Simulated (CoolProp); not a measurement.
The fluid at 298.15 K and 0.087 MPa is throttled through a valve to 0.00605 MPa with no heat exchange. The same conditions are run with several fluids, on thermodynamics alone (safety and materials aside).

The numbers come from the reference Helmholtz-energy equation of state of each fluid (R152A: Outcalt 1996; fluoroethane (R161): Wu 2012; R507A: Lemmon 2003; fluorine: de Reuck 1990; R142b: Lemmon 2006) in CoolProp. Blends and air are pseudo-pure fits.

Question: Rank R152A, fluoroethane (R161), R507A, fluorine, R142b by temperature change (K), highest first.

Answer: fluorine (-0.2), R507A (-1.4), fluoroethane (R161) (-1.7), R142b (-2.1), R152A (-2.3)

```
fluid                final density (kg/m³)
-------------------  ---------------------
R152A                                0.163
fluoroethane (R161)                  0.118
R507A                                0.243
fluorine                            0.0928
R142b                                0.247
```
